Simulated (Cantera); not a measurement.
## Thermodynamics of chemical vapour transport, feed Fe + Cl₂ + N₂

A closed system holds: 1 mol Fe, 0.062 mol Cl₂, a varied amount of N₂, equilibrated at 300 Torr.

Method: chemical equilibrium by Gibbs-energy minimisation in Cantera with the NASA 1993 tables (ideal gas, pure condensed phases). Candidate condensed phases: Fe, FeCl₂, FeCl₃; 10 gas species. Kinetics and transport are ignored.

### Question
Map the stable condensed phases over T = 748, 798, 848, 898, 948, 998, 1048, 1098, 1148, 1198 K and n(N₂) in mol = 0.65, 0.78, 0.93, 1.1, 1.3, 1.6, 1.9, 2.3, 2.7, 3.2, 3.8, 4.6.

### Answer
```
T in K \ n(N₂) in mol
         0.65 0.78 0.93  1.1  1.3  1.6  1.9  2.3  2.7  3.2  3.8  4.6
   1198     A    A    A    A    A    A    A    A    A    A    A    A
   1148     A    A    A    A    A    A    A    A    A    A    A    A
   1098     A    A    A    A    A    A    A    A    A    A    A    A
   1048     A    A    A    A    A    A    A    A    A    A    A    A
    998     B    B    A    A    A    A    A    A    A    A    A    A
    948     B    B    B    B    B    B    B    A    A    A    A    A
    898     B    B    B    B    B    B    B    B    B    B    B    B
    848     B    B    B    B    B    B    B    B    B    B    B    B
    798     B    B    B    B    B    B    B    B    B    B    B    B
    748     B    B    B    B    B    B    B    B    B    B    B    B
```
A: Fe; B: Fe + FeCl₂.
